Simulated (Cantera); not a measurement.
## Hydrocarbon pyrolysis for carbon deposition

A perfectly stirred reactor is fed with 0.255 % CH4, 99.7 % N2, at 100000 Pa; it is held at 1875 K, and followed from long to short residence time.

Detailed kinetics in Cantera: GRI-Mech 3.0 (53 species, 325 reactions). GRI-Mech 3.0 stops at C3 and has no aromatics, soot or wall deposition, so with more carbon than oxygen in the feed, carbon stays in small species such as C2H2 where larger ones or solid carbon would form.

| τ (s) | x CH4 | x H | x HCN | x C2H2 | x C2H4 | x C2H | x H2 |
|---|---|---|---|---|---|---|---|
| 19 | 9.13e-6 | 3.95e-5 | 0.00115 | 0.000690 | 4.61e-8 | 8.56e-8 | 0.00378 |
| 4.2 | 2.21e-5 | 3.86e-5 | 0.000851 | 0.000833 | 9.57e-8 | 1.02e-7 | 0.00376 |
| 0.94 | 5.33e-5 | 3.73e-5 | 0.000492 | 0.000994 | 3.34e-7 | 1.19e-7 | 0.00370 |
| 0.21 | 0.000126 | 3.51e-5 | 0.000224 | 0.00108 | 1.49e-6 | 1.26e-7 | 0.00358 |
| 0.046 | 0.000297 | 3.13e-5 | 8.28e-5 | 0.00105 | 6.85e-6 | 1.18e-7 | 0.00330 |
| 0.010 | 0.000678 | 2.53e-5 | 2.41e-5 | 0.000841 | 2.81e-5 | 9.51e-8 | 0.00266 |
| 0.0023 | 0.00135 | 1.68e-5 | 4.80e-6 | 0.000432 | 7.50e-5 | 5.60e-8 | 0.00153 |
| 0.00051 | 0.00220 | 6.11e-6 | 2.51e-7 | 4.44e-5 | 4.72e-5 | 1.00e-8 | 0.000311 |
| 0.00011 | 0.00250 | 2.17e-6 | 3.30e-9 | 2.41e-7 | 1.41e-6 | 8.22e-11 | 2.78e-5 |
x: mole fraction; the columns are a selection and need not sum to one.
